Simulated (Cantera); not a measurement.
Feed: 1 mol CaF2, a varied amount of H2, held at 1.60e-6 bar.

Method: chemical equilibrium by Gibbs-energy minimisation in Cantera with the NASA 1993 tables (ideal gas, pure condensed phases). Candidate condensed phases: Ca, CaF2; 15 gas species. Kinetics and transport are ignored.

Stable condensed phases, one row left out:

```
T in K \ n(H2) in mol
           2 4.5  10  22  50 110 250
   1875    A   A   A   A   A   A   A
   1825    A   A   A   A   A   A   A
   1775    A   A   A   A   A   A   A
   1725    A   A   A   A   A   A   A
   1675    A   A   A   A   A   A   A
   1625    A   A   A   A   A   A   A
   1575    A   A   A   A   A   A   A
   1525    A   A   A   A   A   A   A
   1475    A   A   A   A   A   A   A
   1425    B   A   A   A   A   A   A
   1325    B   B   B   B   A   A   A
   1275    B   B   B   B   B   B   A
```

A: gas only; B: CaF2.

Q: Give the row for 1375 K.

A: 2: CaF2; 4.5: CaF2; 10: CaF2; 22: gas only; 50: gas only; 110: gas only; 250: gas only.
